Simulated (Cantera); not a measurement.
A closed system holds: 1 mol MgCO3, 0.49 mol H2, 3.9 mol CO2, equilibrated at 2150 K and 2.50 mbar.

These are equilibrium values from Cantera (NASA tables, ideal gas, pure condensed phases), not measurements of a reactor. Candidate condensed phases: C, C6H6, C7H8, C8H18, H2O, Mg, MgCO3, MgO, Mg(OH)2; 116 gas species. Kinetics and transport are ignored.

Question: What is the equilibrium state?

Answer: 
```json
{
  "x(CO2)": "0.622",
  "x(CO)": "0.212",
  "x(H2O)": "0.0702",
  "x(O2)": "0.0619",
  "x(OH)": "0.0112",
  "x(O)": "0.00972",
  "x(H)": "0.00577",
  "x(H2)": "0.00467",
  "x(Mg)": "0.00296",
  "n(MgO(s))": "0.981 mol",
  "gas_amount": "5.879 mol",
  "log10 activity of Mg(l) (absent)": "-6.86",
  "log10 activity of C(graphite) (absent)": "-8.62"
}
```
